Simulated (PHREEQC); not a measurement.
Make-up at 25 °C: 0.00028 mol/kgw HF, 0.0036 mol/kgw NaF, 4e-07 mol/kgw H4SiO4 and 0.0054 mol/kgw H2SO4. Closed to the air; pH follows from the charge balance.

Model: ion-association model, phreeqc.dat, run in PHREEQC.

Task: The ionic strength comes out as 0.0136 mol/kgw. What activity coefficients do SO4-2, F-, HF2-, H+, Na+ get?

Result: SO4-2 0.63, F- 0.89, HF2- 0.89, H+ 0.90, Na+ 0.89.

No solid was allowed to form. SiF6-2 is the database's only silicon fluoride.
